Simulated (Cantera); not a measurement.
What does this Cantera script print?

```python
import numpy as np
import cantera as ct

gas = ct.Solution("gri30.yaml")
gas.TPX = 1425, 120000, {'CH4': 1, 'H2O': 0.46, 'H2': 0.15}
reactor = ct.IdealGasConstPressureReactor(gas, energy="off", clone=False)
net = ct.ReactorNet([reactor])
net.rtol, net.atol = 1e-08, 1e-18
show = ['CH4', 'H2O', 'H2', 'HO2', 'O', 'OH', 'CH3']
times = np.geomspace(2e-06, 10, 14)

steps = ct.SolutionArray(gas, extra=["t"])
rows = []
print(f"{'t/s':>10s}{'T/K':>9s}{'P/Pa':>11s}" + "".join(f"{s:>11s}" for s in show))
for t in times:
    while net.time < t:
        t_next = net.step()
        steps.append(gas.state, t=t_next)
    rows.append([np.interp(t, steps.t, y) for y in (steps.T, steps.P, *steps(*show).X.T)])
    print(f"{t:10.3e}{rows[-1][0]:9.1f}{rows[-1][1]:11.4g}" + "".join(f"{x:11.3e}" for x in rows[-1][2:]))
rate = np.gradient(steps.T, steps.t)
print("integrator steps:", len(steps.t))
if steps.T.max() > steps.T[0] + 200:
    print(f"time of steepest temperature rise: {steps.t[rate.argmax()]:.4e} s")
gas.TPX = 1425, 120000, {'CH4': 1, 'H2O': 0.46, 'H2': 0.15}
gas.equilibrate("TP")
print(f"equilibrium (TP): T = {gas.T:.1f} K  " + "  ".join(f"{s} {gas[s].X[0]:.3e}" for s in show))
```

Result:

```
       t/s      T/K       P/Pa        CH4        H2O         H2        HO2          O         OH        CH3
 2.000e-06   1425.0    1.2e+05  6.211e-01  2.857e-01  9.317e-02  9.299e-24  1.037e-17  2.905e-10  4.271e-07
 6.551e-06   1425.0    1.2e+05  6.211e-01  2.857e-01  9.317e-02  1.891e-22  8.434e-17  7.876e-10  1.420e-06
 2.146e-05   1425.0    1.2e+05  6.211e-01  2.857e-01  9.317e-02  5.650e-21  8.206e-16  2.410e-09  4.658e-06
 7.030e-05   1425.0    1.2e+05  6.211e-01  2.857e-01  9.317e-02  1.974e-19  8.064e-15  7.512e-09  1.484e-05
 2.303e-04   1425.0    1.2e+05  6.211e-01  2.857e-01  9.319e-02  3.586e-18  5.213e-14  1.908e-08  3.792e-05
 7.543e-04   1425.0    1.2e+05  6.209e-01  2.857e-01  9.325e-02  8.776e-18  9.562e-14  2.584e-08  5.140e-05
 2.471e-03   1425.0    1.2e+05  6.205e-01  2.857e-01  9.348e-02  1.330e-17  1.321e-13  3.039e-08  6.047e-05
 8.094e-03   1425.0    1.2e+05  6.190e-01  2.856e-01  9.441e-02  2.506e-17  2.164e-13  3.895e-08  7.750e-05
 2.651e-02   1425.0    1.2e+05  6.131e-01  2.850e-01  9.869e-02  3.727e-17  2.872e-13  4.513e-08  8.932e-05
 8.685e-02   1425.0    1.2e+05  5.922e-01  2.818e-01  1.157e-01  3.892e-17  2.649e-13  4.445e-08  8.602e-05
 2.845e-01   1425.0    1.2e+05  5.307e-01  2.711e-01  1.686e-01  3.474e-17  1.954e-13  4.134e-08  7.448e-05
 9.319e-01   1425.0    1.2e+05  4.019e-01  2.484e-01  2.790e-01  2.915e-17  1.247e-13  3.786e-08  5.633e-05
 3.053e+00   1425.0    1.2e+05  2.497e-01  2.178e-01  4.108e-01  4.005e-17  1.148e-13  4.068e-08  4.295e-05
 1.000e+01   1425.0    1.2e+05  2.169e-01  1.872e-01  4.580e-01  3.937e-17  1.161e-13  3.775e-08  4.028e-05
integrator steps: 1094
equilibrium (TP): T = 1425.0 K  CH4 1.568e-01  H2O 4.798e-06  H2 6.446e-01  HO2 2.468e-26  O 5.742e-18  OH 8.189e-13  CH3 2.457e-05
```

Detailed kinetics in Cantera: GRI-Mech 3.0 (53 species, 325 reactions). GRI-Mech 3.0 stops at C3 and has no aromatics, soot or wall deposition, so with more carbon than oxygen in the feed, carbon stays in small species such as C2H2 where larger ones or solid carbon would form.
